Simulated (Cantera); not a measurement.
An isothermal, constant-pressure homogeneous reactor starts with 0.761 % CO, 1.56 % O2, 0.0683 % H2O, 97.6 % N2, equivalence ratio 0.24, at 1300 K and 500000 Pa.

Model: GRI-Mech 3.0 (53 species, 325 reactions), integrated in Cantera.

x: mole fraction; the columns are a selection and need not sum to one.

| t (s) | x CO | x O2 | x H2O | x N2O | x H2O2 | x OH |
|---|---|---|---|---|---|---|
| 0.000400 | 0.00761 | 0.0156 | 0.000683 | 1.70e-10 | 1.79e-12 | 5.97e-9 |
| 0.00108 | 0.00761 | 0.0156 | 0.000683 | 4.80e-9 | 6.01e-10 | 1.57e-7 |
| 0.00292 | 0.00663 | 0.0151 | 0.000668 | 8.19e-7 | 5.02e-8 | 9.37e-6 |
| 0.00787 | 0.00333 | 0.0135 | 0.000674 | 3.28e-6 | 3.11e-8 | 7.95e-6 |
| 0.0213 | (withheld) | 0.0123 | 0.000681 | 4.92e-6 | (withheld) | (withheld) |
| 0.0574 | 0.000135 | 0.0119 | 0.000684 | 4.93e-6 | 1.51e-9 | 2.85e-6 |
| 0.155 | 8.86e-6 | 0.0119 | 0.000685 | 2.95e-6 | 2.36e-10 | 1.43e-6 |
| 0.418 | (withheld) | 0.0119 | 0.000686 | (withheld) | 4.95e-11 | (withheld) |
| 1.13 | 1.15e-8 | 0.0119 | 0.000686 | 3.07e-8 | 1.15e-11 | 3.19e-7 |
| 3.05 | 4.84e-9 | 0.0119 | 0.000686 | 1.74e-8 | 9.16e-12 | 2.84e-7 |
| 8.23 | 4.83e-9 | 0.0119 | 0.000686 | 1.74e-8 | 9.16e-12 | 2.84e-7 |
| 22.2 | 4.83e-9 | 0.0119 | 0.000686 | 1.74e-8 | 9.16e-12 | 2.84e-7 |
| 60.0 | 4.83e-9 | 0.0119 | 0.000686 | 1.74e-8 | 9.16e-12 | 2.84e-7 |

Question: What belongs in the gaps?

Answer: 
- 0.0213, x CO: 0.000940
- 0.0213, x H2O2: 9.97e-9
- 0.0213, x OH: 5.08e-6
- 0.418, x CO: 3.08e-7
- 0.418, x N2O: 6.05e-7
- 0.418, x OH: 6.61e-7
